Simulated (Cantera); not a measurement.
An adiabatic, constant-volume homogeneous reactor starts with CH3OH : O2 : N2 = 1 : 1.58 : 5.94 (molar parts), at 1425 K and 190000 Pa.

Model: GRI-Mech 3.0 (53 species, 325 reactions), integrated in Cantera. GRI-Mech 3.0 was tuned for natural gas; its chemistry of methanol as a main component is partial and can be far from experiment.

Question: Predict: time of steepest temperature rise; temperature at 9.00 s; equilibrium temperature; x(O2) at 9.00 s; x(OH) at 9.00 s; x(CO2) at 9.00 s; x(H) at 9.00 s; x(HO2) at 9.00 s.

Answer: 
```json
{
 "time_of_steepest_temperature_rise": "0.252 ms",
 "temperature at 9.00 s": "2898 K",
 "equilibrium_temperature": "2898 K",
 "x(O2) at 9.00 s": "0.0252 (gas-phase equilibrium 0.0252)",
 "x(OH) at 9.00 s": "0.0232 (gas-phase equilibrium 0.0232)",
 "x(CO2) at 9.00 s": "0.0626 (gas-phase equilibrium 0.0626)",
 "x(H) at 9.00 s": "0.00731 (gas-phase equilibrium 0.00731)",
 "x(HO2) at 9.00 s": "1.37e-5 (gas-phase equilibrium 1.37e-5)"
}
```
